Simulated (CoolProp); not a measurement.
Vapour-liquid equilibrium of toluene (1) + n-decane (2) at 311.3 K; x and y are mole fractions of (1).

Values from CoolProp's multi-fluid Helmholtz-energy mixture model, Lemmon 2006 and Lemmon 2006; pair parameters Bell 2016.

Question: Give the bubble pressure and the first vapour's composition at x = 0.25, 0.35, 0.95. Is there an azeotrope?

Answer: x = 0.25: 0.02494 bar, y = 0.870; x = 0.35: 0.03271 bar, y = 0.913; x = 0.95: 0.06924 bar, y = 0.995. No azeotrope shows between x = 0.05 and 0.95.

Pair parameters are fitted to limited data, so mixtures are less certain than the pure fluids.
